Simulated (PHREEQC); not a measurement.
0.48 g of hydrous ferric oxide (600 m²/g; 0.2 weak and 0.005 strong sites per Fe, Dzombak-Morel constants, diffuse double layer) in 1 kg of water with 0.1 mol/kgw of an inert sodium salt and 2.5e-05 mol/kgw Ag2SO4 and 3.4e-06 mol/kgw CuCl2, at 25 °C; the pH is set by adding NaOH or the inert anion's acid. Oxygen alone is held at its pressure in air (log pO2 = -0.68). No CO2 enters from the air. Precipitation was switched off in this run.

The numbers come from PHREEQC with the ion-association model, wateq4f.dat.

```tsv
pH	S sorbed (%)	Ag sorbed (%)	Cu sorbed (%)	surface charge σ (C/m²)	surface potential ψ (mV)
3	99.2	0.0	0.0	0.347	150
3.5	99.1	0.0	0.5	0.335	149
4	98.9	0.1	4.3	___	144
4.5	98.1	0.3	27.4	0.261	___
5	95.6	1.4	74.1	0.206	124
5.5	88.0	5.1	95.3	0.152	109
6	67.2	14.1	99.2	0.107	92
6.5	33.2	27.5	99.8	0.072	___
7	9.2	40.5	99.9	0.044	52
7.5	1.7	51.3	100.0	0.022	29
8	0.3	62.4	99.9	0.004	6
8.5	0.0	76.0	99.9	-0.014	-18
9	0.0	88.4	99.9	-0.034	-42
```

Question: What belongs in the gaps?

Answer: 
- 4, surface charge σ (C/m²): 0.307
- 4.5, surface potential ψ (mV): 136
- 6.5, surface potential ψ (mV): 73

The database's constant for dissolved Cu(OH)2 is higher than later reviews accept. The oxide is taken as insoluble; below pH 4 it would dissolve.
